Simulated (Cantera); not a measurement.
What does this Cantera script print?

```python
import numpy as np
import cantera as ct

gas_names = [...]  # 45 gases of nasa_gas.yaml made of Cu, F, H, N, O
cond_names = """
    Cu(cr) Cu(L) CuF2(s) CuF2(L) CuO(s) CuO2H2(s) Cu2O(s) Cu2O(L) H2O(s) H2O(L)
""".split()


# ... load() reads the species with a 1 bar reference pressure and builds the phases ...
atoms = {
    'CuO': {'Cu': 1, 'O': 1},
    'HF': {'H': 1, 'F': 1},
    'N2': {'N': 2},
}
top_T = {'CuO(s)': 1390}  # K; cautious upper limits of use, not melting points


# ... equilibrate(T, P, feed) seeds the gas with the atoms and calls Mixture.equilibrate('TP', solver="vcs", rtol=1e-11, max_steps=5000) ...
results = []
feed = {'CuO': 1, 'HF': 17, 'N2': 0.52}  # mol
T = 1323  # K
P = 32000  # Pa
mix = equilibrate(T, P, feed)
results.append((T, P, feed, dict(zip(mix.species_names, mix.species_moles))))
x = sorted(zip(gas.X, gas.species_names), reverse=True)
print(f"T = {T:g} K  P = {P:g} Pa  gas = {mix.phase_moles(0):.4g} mol")
print("   x: " + "  ".join(f"{s} {v:.3e}" for v, s in x if v > 0.0001))
print("   condensed (mol): " + ("  ".join(f"{mix.phase(i).name} {mix.phase_moles(i):.4g}"
      for i in range(1, mix.n_phases) if mix.phase_moles(i) > 1e-12) or "none"))
```

It prints:

```
T = 1323 K  P = 32000 Pa  gas = 17.79 mol
   x: HF 9.497e-01  N2 2.922e-02  O2 1.368e-02  CuF 2.992e-03  H2O 2.958e-03  CuF2 1.462e-03
   condensed (mol): Cu2O(s) 0.4604
```

These are equilibrium values from Cantera (NASA tables, ideal gas, pure condensed phases), not measurements of a reactor.
